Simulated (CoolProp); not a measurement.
Properties of tetrahydrofuran along the isobar 0.36 MPa (Tc = 267.0 °C, pc = 5.304 MPa, ω = 0.234).

The numbers come from the reference Helmholtz-energy equation of state, Fiedler 2023 in CoolProp.

| T (°C) | phase | cp (kJ/(kg K)) | fugacity coefficient |
|---|---|---|---|
| 8.25 | liquid | 1.665 | 0.02754 |
| 17.45 | liquid | 1.697 | (withheld) |
| 26.65 | liquid | 1.729 | 0.06470 |
| 35.85 | liquid | (withheld) | 0.09470 |
| 45.15 | liquid | 1.799 | 0.1354 |
| 54.35 | liquid | 1.836 | 0.1882 |
| 63.55 | liquid | 1.874 | 0.2558 |
| 72.75 | liquid | (withheld) | (withheld) |
| 81.95 | liquid | 1.952 | (withheld) |
| 91.25 | liquid | 1.993 | 0.5733 |
| 100.45 | liquid | 2.035 | 0.7248 |
| 109.65 | liquid | 2.077 | (withheld) |
| 118.85 | gas | 1.501 | 0.9372 |
| 128.15 | gas | 1.535 | 0.9416 |
| 137.35 | gas | 1.567 | 0.9455 |

Task: Complete the blanks.

Result: 
- 17.45, fugacity coefficient: 0.04291
- 35.85, cp (kJ/(kg K)): 1.764
- 72.75, cp (kJ/(kg K)): 1.912
- 72.75, fugacity coefficient: 0.3406
- 81.95, fugacity coefficient: 0.4451
- 109.65, fugacity coefficient: 0.9029
